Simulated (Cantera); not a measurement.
Charge: 1 mol n-butane, 0.85 mol O2, 12 mol N2, equilibrated at 7.50 Torr.

Method: chemical equilibrium by Gibbs-energy minimisation in Cantera with the NASA 1993 tables (ideal gas, pure condensed phases). Candidate condensed phases: C, C6H6, C7H8, C8H18, H2O; 169 gas species. Ions and electrons are included (thermal ionisation). The numbers say what is thermodynamically allowed, not how fast it happens.

Problem. Which condensed phases are stable at each of these points (T (°C)): 1727, 2227, 2727, 3227, 3727, 4227, 4727?

Solution. 
```csv
T (°C),condensed phases,C condensed (%)
1727,C(graphite),54.3
2227,C(graphite),42.0
2727,gas only,0.0
3227,gas only,0.0
3727,gas only,0.0
4227,gas only,0.0
4727,gas only,0.0
```

From 1727 °C to 2227 °C the condensed part is C(graphite). From 2727 °C to 4727 °C nothing is condensed.
